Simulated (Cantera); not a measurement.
A Cantera script and what it prints.

```python
import numpy as np
import cantera as ct

gas_names = """
    AL ALC ALN AL2 C CN C2 CCN CNC C2N2 C3 C4 C4N2 C5 N N2
""".split()
cond_names = """
    AL(cr) AL(L) ALN(s) C(gr)
""".split()


# ... load() reads the species with a 1 bar reference pressure and builds the phases ...
atoms = {
    'AlN': {'AL': 1, 'N': 1},
    'N2': {'N': 2},
    'C': {'C': 1},
}
top_T = {'ALN(s)': 2750, 'C(gr)': 4500}  # K; cautious upper limits of use, not melting points


# ... equilibrate(T, P, feed) seeds the gas with the atoms and calls Mixture.equilibrate('TP', solver="vcs", rtol=1e-11, max_steps=5000) ...
results = []
feed = {'AlN': 1, 'N2': 0.19, 'C': 0.17}  # mol
T = 1850  # K
for P in [1, 4.6, 22, 100, 460, 2200, 10000, 46000, 220000, 1000000]:
    mix = equilibrate(T, P, feed)
    results.append((T, P, feed, dict(zip(mix.species_names, mix.species_moles))))
    x = sorted(zip(gas.X, gas.species_names), reverse=True)
    print(f"T = {T:g} K  P = {P:g} Pa  gas = {mix.phase_moles(0):.4g} mol")
    print("   x: " + "  ".join(f"{s} {v:.3e}" for v, s in x if v > 0.0001))
    print("   condensed (mol): " + ("  ".join(f"{mix.phase(i).name} {mix.phase_moles(i):.4g}"
          for i in range(1, mix.n_phases) if mix.phase_moles(i) > 1e-12) or "none"))
```

Result:

```
T = 1850 K  P = 1 Pa  gas = 1.69 mol
   x: AL 5.917e-01  N2 4.083e-01
   condensed (mol): C(gr) 0.17
T = 1850 K  P = 4.6 Pa  gas = 1.69 mol
   x: AL 5.917e-01  N2 4.083e-01
   condensed (mol): C(gr) 0.17
T = 1850 K  P = 22 Pa  gas = 0.4153 mol
   x: N2 6.383e-01  AL 3.616e-01
   condensed (mol): ALN(s) 0.8498  C(gr) 0.17
T = 1850 K  P = 100 Pa  gas = 0.199 mol
   x: N2 9.697e-01  AL 3.028e-02
   condensed (mol): ALN(s) 0.994  C(gr) 0.17
T = 1850 K  P = 460 Pa  gas = 0.1909 mol
   x: N2 9.970e-01  AL 3.027e-03
   condensed (mol): ALN(s) 0.9994  C(gr) 0.17
T = 1850 K  P = 2200 Pa  gas = 0.1901 mol
   x: N2 9.997e-01  AL 2.890e-04
   condensed (mol): ALN(s) 0.9999  C(gr) 0.17
T = 1850 K  P = 10000 Pa  gas = 0.19 mol
   x: N2 1.000e+00
   condensed (mol): ALN(s) 1  C(gr) 0.17
T = 1850 K  P = 46000 Pa  gas = 0.19 mol
   x: N2 1.000e+00
   condensed (mol): ALN(s) 1  C(gr) 0.17
T = 1850 K  P = 220000 Pa  gas = 0.19 mol
   x: N2 1.000e+00
   condensed (mol): ALN(s) 1  C(gr) 0.17
T = 1850 K  P = 1e+06 Pa  gas = 0.19 mol
   x: N2 1.000e+00
   condensed (mol): ALN(s) 1  C(gr) 0.17
```

Cantera equilibrium calculation (NASA polynomials, part measured and part estimated; ideal gas, pure solids and liquids).
